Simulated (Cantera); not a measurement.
An adiabatic, constant-pressure homogeneous reactor starts with 11.6 % CO, 0.520 % H2, 6.04 % O2, 72.5 % N2, 9.37 % H2O, at 1075 K and 13.0 bar.

Detailed kinetics in Cantera: GRI-Mech 3.0 (53 species, 325 reactions). The hydrogen kinetics of GRI-Mech 3.0 are dated; newer H2 mechanisms differ, most at raised pressure. The pressure lies above the range GRI-Mech 3.0 was tuned for (to about 10 atm).

Question: Predict: time of steepest temperature rise; temperature at 7.00 s; equilibrium temperature; x(CO) at 7.00 s; x(H2) at 7.00 s; x(O2) at 7.00 s; x(H2O) at 7.00 s; x(H2O2) at 7.00 s.

Answer: 
| Quantity | Value |
|---|---|
| time of steepest temperature rise | 4.13 ms |
| temperature at 7.00 s | 1986 K |
| equilibrium temperature | 1986 K |
| x(CO) at 7.00 s | 0.00159 (gas-phase equilibrium 0.00159) |
| x(H2) at 7.00 s | 0.000303 (gas-phase equilibrium 0.000303) |
| x(O2) at 7.00 s | 0.000625 (gas-phase equilibrium 0.000625) |
| x(H2O) at 7.00 s | 0.105 (gas-phase equilibrium 0.105) |
| x(H2O2) at 7.00 s | 1.67e-8 (gas-phase equilibrium 1.67e-8) |
